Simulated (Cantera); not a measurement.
# Hydrocarbon pyrolysis for carbon deposition

An isothermal, constant-pressure homogeneous reactor starts with 1.21 % C3H8, 98.2 % H2, 0.594 % N2, at 1775 K and 97.5 Torr.

Detailed kinetics in Cantera: GRI-Mech 3.0 (53 species, 325 reactions). GRI-Mech 3.0 was tuned for natural gas; its chemistry of propane as a main component is partial and can be far from experiment. GRI-Mech 3.0 stops at C3 and has no aromatics, soot or wall deposition, so with more carbon than oxygen in the feed, carbon stays in small species such as C2H2 where larger ones or solid carbon would form.

```
t (s)       x C3H8   x H2     x CH4       x H    x C2H2    x C2H4    x C2H6
--------  --------  -----  --------  --------  --------  --------  --------
3.00e-6     0.0113  0.981  0.000224  0.000381   1.73e-7  0.000358   6.55e-5
1.96e-5    0.00361  0.970   0.00759   0.00305  0.000255   0.00640  0.000305
0.000128   5.96e-9  0.965    0.0144   0.00323   0.00638   0.00371   6.69e-6
0.000838  4.36e-10  0.967    0.0145   0.00164    0.0101  0.000183   2.87e-6
0.00548   8.94e-11  0.968    0.0142  0.000826    0.0105   5.52e-5   1.12e-6
0.0358    5.19e-11  0.969    0.0126  0.000766    0.0113   5.27e-5   7.88e-7
0.234     1.06e-11  0.972   0.00710  0.000781    0.0140   5.33e-5   2.59e-7
1.53        <1e-12  0.975   0.00201  0.000796    0.0165   5.81e-5   2.52e-8
10.0        <1e-12  0.975   0.00114  0.000798    0.0169   5.94e-5   1.11e-8
```
x: mole fraction; the columns are a selection and need not sum to one.

Equilibrium at this temperature and pressure: C3H8 <1e-12, H2 0.975, CH4 0.00106, H 0.000798, C2H2 0.0148, C2H4 5.19e-5, C2H6 9.72e-9 (gas phase only).
